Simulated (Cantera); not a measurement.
Cantera run:

```python
import numpy as np
import cantera as ct

gas_names = [...]  # 151 gases of nasa_gas.yaml made of C, H, N, O, Si
cond_names = """
    C(gr) C6H6(L) C7H8(L) C8H18(L),n-octa H2O(s) H2O(L) Si(cr) Si(L) SiC(b) SiO2(Lqz) SiO2(hqz) SiO2(L)
    Si2N2O(s) Si3N4(a)
""".split()


# ... load() reads the species with a 1 bar reference pressure and builds the phases ...
atoms = {
    'Si3N4': {'Si': 3, 'N': 4},
    'CO2': {'C': 1, 'O': 2},
    'H2': {'H': 2},
}
top_T = {'C(gr)': 4500, 'SiC(b)': 3050, 'Si2N2O(s)': 2100, 'Si3N4(a)': 2400}  # K; cautious upper limits of use, not melting points


# ... equilibrate(T, P, feed) seeds the gas with the atoms and calls Mixture.equilibrate('TP', solver="vcs", rtol=1e-11, max_steps=5000) ...
results = []
T = 1073  # K
P = 82000  # Pa
for m in [57, 130, 210, 290, 370, 440, 520, 600, 680]:
    feed = {'Si3N4': 1, 'CO2': 2.2, 'H2': m}  # mol
    mix = equilibrate(T, P, feed)
    results.append((T, P, feed, dict(zip(mix.species_names, mix.species_moles))))

top = {s: max(r[3][s] / sum(r[3][g] for g in gas_names) for r in results) for s in gas_names}
cols = sorted((s for s in top if top[s] > 0.0001), key=lambda s: -top[s])[:8]
seen = [c for c in cond_names if any(r[3].get(c, 0) > 1e-12 for r in results)]
print("log10 of partial pressures in bar; condensed amounts in mol")
print(f"{'n(H2)':>10s}" + "".join(f"{s[:9]:>10s}" for s in cols + seen))
for T, P, feed, n in results:
    ng = sum(n[g] for g in gas_names)
    print(f"{feed['H2']:10.4g}" + "".join(f"{np.log10(max(n[s] / ng * P / 1e5, 1e-99)):10.3f}" for s in cols)
          + "".join(f"{n.get(c, 0):10.4g}" for c in seen))
```

Result:

```
log10 of partial pressures in bar; condensed amounts in mol
     n(H2)        H2       CH4        N2        CO     C(gr) SiO2(hqz) Si2N2O(s)
        57    -0.113    -1.564    -1.676    -3.349    0.2832     1.911    0.5447
       130    -0.099    -1.860    -2.035    -3.794         0     1.913    0.5436
       210    -0.094    -2.069    -2.244    -4.082         0     1.914     0.543
       290    -0.092    -2.209    -2.385    -4.273         0     1.914    0.5428
       370    -0.091    -2.315    -2.491    -4.417         0     1.914    0.5429
       440    -0.090    -2.390    -2.567    -4.518         0     1.914     0.543
       520    -0.089    -2.462    -2.639    -4.616         0     1.914    0.5432
       600    -0.089    -2.524    -2.702    -4.700         0     1.913    0.5435
       680    -0.089    -2.579    -2.756    -4.773         0     1.913    0.5437
```

Method: chemical equilibrium by Gibbs-energy minimisation in Cantera with the NASA 1993 tables (ideal gas, pure condensed phases). Mutual solubility and eutectic melting of coexisting phases are not modelled.
